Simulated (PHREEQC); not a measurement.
Solution (25 °C): 0.0048 mol (NH4)2SiF6 per kg of water. Closed to the air; pH follows from the charge balance.

Model: ion-association model, phreeqc.dat, run in PHREEQC.

Precipitation was switched off in this run.

Order these F species by the share of F that they hold, largest first: HF, SiF6-2, F-.

SiF6-2 (88 %), F- (6.4 %), HF (5.4 %)

The pH is 3.19 and the ionic strength 0.0145 mol/kgw. The solution is supersaturated, for example in Quartz (slow to form), Chalcedony (slow to form), so a real one may precipitate; this is no full list. SiF6-2 is the database's only silicon fluoride.
